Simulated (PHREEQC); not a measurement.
30 mol of Arcanite (K2SO4) is brought to equilibrium with 1 kg of water, at several temperatures. The system is closed to CO2. The run lets Arcanite, Misenite precipitate or redissolve, and no other solid.

All values are PHREEQC results (Pitzer model, pitzer.dat), not measurements.

```tsv
T (°C)	dissolved K (mol/kgw)	dissolved S (mol/kgw)
5	0.892	0.446
11	1.01	0.503
17	1.12	0.559
23	1.23	0.616
29	1.34	0.672
35	1.45	0.727
41	1.56	0.781
47	1.67	0.833
53	1.77	0.885
59	1.87	0.935
65	1.97	0.984
71	2.06	1.03
77	2.16	1.08
83	2.25	1.12
89	2.33	1.17
95	2.42	1.21
```

Species that the database lacks are ignored. Away from 25 °C the constants follow the database's enthalpies or fits; those with neither stay at their 25 °C values.
